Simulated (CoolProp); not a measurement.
Properties of methane at several states.

Model: reference Helmholtz-energy equation of state, Setzmann 1991, in CoolProp.

| T (K) | p (kPa) | phase | Joule-Thomson coefficient (K/MPa) | isothermal compressibility (1/MPa) | expansivity (1/kK) | viscosity (µPa s) |
|---|---|---|---|---|---|---|
| 122.5 | 121 | gas | 23.97 | 8.554 | 9.006 | 4.74 |
| 304.6 | 35.6 | gas | 4.190 | 28.11 | 3.290 | 11.4 |
| 97.4 | 5030 | liquid | -0.4762 | 0.001538 | 2.934 | 177 |
| 526.2 | 4870 | supercritical | 0.9333 | 0.2041 | 1.997 | 18.2 |
| 509.6 | 3640 | gas | 1.063 | 0.2741 | 2.048 | 17.6 |

Viscosity comes from a separate model (Quiñones-Cisneros 2006).
